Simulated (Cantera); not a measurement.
# Thermodynamics of sublimation and decomposition of ceramics, feed BN + N2

Feed: 1 mol BN, 0.92 mol N2, at 44.0 Pa.

Equilibrium computed with Cantera from the NASA thermochemical tables; the gas is ideal and each condensed phase is pure. Candidate condensed phases: B, BN; 5 gas species. The numbers say what is thermodynamically allowed, not how fast it happens.

From 1523 K to 2023 K the condensed part is BN(s). From 2123 K to 2323 K the condensed part is B(s). From 2423 K to 2523 K the condensed part is B(l). From 2623 K to 2723 K nothing is condensed.

```json
[
 {"T (K)": "1523", "x N2": "1.00", "x B": "4.11e-11", "x BN": "4.84e-12", "x B2": "<1e-12", "x N": "5.17e-12", "n BN(s)": "1.00", "n B(s)": "0", "n B(l)": "0"},
 {"T (K)": "1623", "x N2": "1.00", "x B": "2.08e-9", "x BN": "1.61e-10", "x B2": "<1e-12", "x N": "5.31e-11", "n BN(s)": "1.00", "n B(s)": "0", "n B(l)": "0"},
 {"T (K)": "1723", "x N2": "1.00", "x B": "6.64e-8", "x BN": "3.54e-9", "x B2": "<1e-12", "x N": "4.17e-10", "n BN(s)": "1.00", "n B(s)": "0", "n B(l)": "0"},
 {"T (K)": "1823", "x N2": "1.000", "x B": "1.44e-6", "x BN": "5.52e-8", "x B2": "<1e-12", "x N": "2.61e-9", "n BN(s)": "1.000", "n B(s)": "0", "n B(l)": "0"},
 {"T (K)": "1923", "x N2": "1.000", "x B": "2.27e-5", "x BN": "6.44e-7", "x B2": "3.52e-11", "x N": "1.35e-8", "n BN(s)": "1.000", "n B(s)": "0", "n B(l)": "0"},
 {"T (K)": "2023", "x N2": "1.000", "x B": "0.000271", "x BN": "5.87e-6", "x B2": "2.02e-9", "x N": "5.97e-8", "n BN(s)": "1.000", "n B(s)": "0", "n B(l)": "0"},
 {"T (K)": "2123", "x N2": "0.998", "x B": "0.00208", "x BN": "3.53e-5", "x B2": "5.21e-8", "x N": "2.29e-7", "n BN(s)": "0", "n B(s)": "0.997", "n B(l)": "0"},
 {"T (K)": "2223", "x N2": "0.991", "x B": "0.00849", "x BN": "0.000115", "x B2": "4.10e-7", "x N": "7.76e-7", "n BN(s)": "0", "n B(s)": "0.988", "n B(l)": "0"},
 {"T (K)": "2323", "x N2": "0.969", "x B": "0.0307", "x BN": "0.000335", "x B2": "2.68e-6", "x N": "2.35e-6", "n BN(s)": "0", "n B(s)": "0.955", "n B(l)": "0"},
 {"T (K)": "2423", "x N2": "0.907", "x B": "0.0919", "x BN": "0.000805", "x B2": "1.28e-5", "x N": "6.36e-6", "n BN(s)": "0", "n B(s)": "0", "n B(l)": "0.855"},
 {"T (K)": "2523", "x N2": "0.753", "x B": "0.245", "x BN": "0.00165", "x B2": "5.10e-5", "x N": "1.49e-5", "n BN(s)": "0", "n B(s)": "0", "n B(l)": "0.535"},
 {"T (K)": "2623", "x N2": "0.586", "x B": "0.411", "x BN": "0.00208", "x B2": "8.40e-5", "x N": "3.16e-5", "n BN(s)": "0", "n B(s)": "0", "n B(l)": "0"},
 {"T (K)": "2723", "x N2": "0.586", "x B": "0.412", "x BN": "0.00180", "x B2": "5.11e-5", "x N": "7.12e-5", "n BN(s)": "0", "n B(s)": "0", "n B(l)": "0"}
]
```
x: gas mole fraction; n: condensed amount in mol.
